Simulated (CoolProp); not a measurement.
Vapour-liquid equilibrium of CH2F2 (R32) (1) + R143a (2) at -36.85 °C; x and y are mole fractions of (1).

The numbers come from the multi-fluid Helmholtz-energy mixture model, Tillner-Roth 1997 and Lemmon and Jacobsen 2000; pair parameters Bell 2016 in CoolProp.

Give the bubble pressure and the first vapour's composition at x = 0.15, 0.55, 0.95. Is there an azeotrope?

x = 0.15: 178.7 kPa, y = 0.220; x = 0.55: 204.5 kPa, y = 0.598; x = 0.95: 206.3 kPa, y = 0.942. y crosses x between x = 0.75 and 0.85: the model has an azeotrope there.

Pair parameters are fitted to limited data, so mixtures are less certain than the pure fluids.
